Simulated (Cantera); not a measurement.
What does this Cantera script print?

```python
import numpy as np
import cantera as ct

gas = ct.Solution("gri30.yaml")


def delay(T, t_max=10):
    gas.TPX = T, 100000, {'CH3OH': 1, 'O2': 1.15, 'N2': 4.34}
    reactor = ct.IdealGasConstPressureReactor(gas, clone=False)
    net = ct.ReactorNet([reactor])
    net.rtol, net.atol = 1e-8, 1e-16
    while net.time < t_max:
        t_old, T_old = net.time, reactor.T
        net.step()
        if reactor.T > T + 400:  # ignition: a rise of 400 K
            return t_old + (T + 400 - T_old) / (reactor.T - T_old) * (net.time - t_old)
    return np.nan


taus = []
for T in [1273, 1373, 1473, 1573, 1673, 1773, 1873, 1973, 2073]:
    taus.append(delay(T))
    print(f"T0 = {T:6g} K   tau = {taus[-1]:.4e} s")
```

Result:

```
T0 =   1273 K   tau = 2.9221e-03 s
T0 =   1373 K   tau = 7.8546e-04 s
T0 =   1473 K   tau = 2.6496e-04 s
T0 =   1573 K   tau = 1.0775e-04 s
T0 =   1673 K   tau = 5.0638e-05 s
T0 =   1773 K   tau = 2.6542e-05 s
T0 =   1873 K   tau = 1.5171e-05 s
T0 =   1973 K   tau = 9.3480e-06 s
T0 =   2073 K   tau = 6.1778e-06 s
```

Cantera simulation using GRI-Mech 3.0 (53 species, 325 reactions); the numbers are that mechanism's predictions, not measurements. GRI-Mech 3.0 was tuned for natural gas; its chemistry of methanol as a main component is partial and can be far from experiment.
